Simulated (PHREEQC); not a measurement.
Synthetic water in mg/L, 25 °C, pH 5.64, pe 9.8: Na 4.49; K 0.123; Ca 0.108; Mg 0.745; Cl 1.23; S(6) as SO4 5.03; Alkalinity as HCO3 7.87; O(0) (dissolved oxygen) 0.0126; Si as SiO2 0.102; F 0.0462; Ni 0.00522.

Valence states are taken as typed.

The numbers come from PHREEQC with the ion-association model, wateq4f.dat.

```
Item                            Result
--------------------  ----------------
ionic strength        0.000355 mol/kgw
charge-balance error            -1.0 %
```

```json
[
 {"species": "CO2", "molality": "0.000662", "activity": "0.000662", "log γ": "0.000"},
 {"species": "Na+", "molality": "0.000195", "activity": "0.000191", "log γ": "-0.009"},
 {"species": "HCO3-", "molality": "0.000131", "activity": "0.000129", "log γ": "-0.009"},
 {"species": "SO4-2", "molality": "5.20e-5", "activity": "4.77e-5", "log γ": "-0.037"},
 {"species": "Cl-", "molality": "3.47e-5", "activity": "3.39e-5", "log γ": "-0.009"},
 {"species": "Mg+2", "molality": "3.03e-5", "activity": "2.78e-5", "log γ": "-0.037"},
 {"species": "K+", "molality": "3.14e-6", "activity": "3.08e-6", "log γ": "-0.009"}
]
```

Precipitation was switched off in this run. Species that the database lacks are ignored. SiF6-2 is the database's only silicon fluoride.
